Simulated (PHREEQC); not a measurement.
Dissolve 0.0029 mol/kgw HCl, 0.0002 mol/kgw FeCl2 and 4.4e-05 mol/kgw MgCl2 at 25 °C. Closed to the air; pH follows from the charge balance.

Computed with PHREEQC (ion-association model, phreeqc.dat).

| quantity | before | after |
|---|---|---|
| pH | 2.56 | 6.59 |
| FeCl+ (mol/kgw) | 7.23e-7 | 1.19e-7 |
| FeOH+ (mol/kgw) | 1.91e-11 | 2.24e-7 |

Problem. Name the change that produced these shifts.
(A) HCl from 0.0029 to 0.00029 mol/kgw
(B) HCl left out
(C) temperature from 25 to 20 °C
(D) 0.00036 mol/kgw TMAH added
(E) MgCl2 left out

Solution. B, HCl left out

Precipitation was switched off in this run.
